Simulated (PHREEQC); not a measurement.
Dissolve 3.2 mmol/kgw MgCl2, 160 mmol/kgw Na2SO4 and 3.1 mmol/kgw MgSO4 at 25 °C. Closed to the air; pH follows from the charge balance.

The numbers come from PHREEQC with the ion-association model, phreeqc.dat.

| quantity | before | after |
|---|---|---|
| ionic strength (mol/kgw) | 0.409 | 0.397 |
| SO4-2 (mol/kgw) | 0.120 | 0.116 |
| MgSO4 (mol/kgw) | 0.00398 | 0.00501 |
| Mg+2 (mol/kgw) | 0.00232 | 0.00129 |
| HSO4- (mol/kgw) | 2.22e-7 | 2.02e-6 |
| MgOH+ (mol/kgw) | 5.52e-8 | 4.58e-7 |

Q: Which change was made?
A) MgCl2 from 0.0032 to 0.0064 mol/kgw
B) temperature from 25 to 40 °C
C) Na2SO4 left out
D) MgSO4 left out
E) temperature from 25 to 75 °C

A: E, temperature from 25 to 75 °C

This is a speciation only: nothing precipitates in the calculation. Away from 25 °C the constants follow the database's enthalpies or fits; those with neither stay at their 25 °C values.
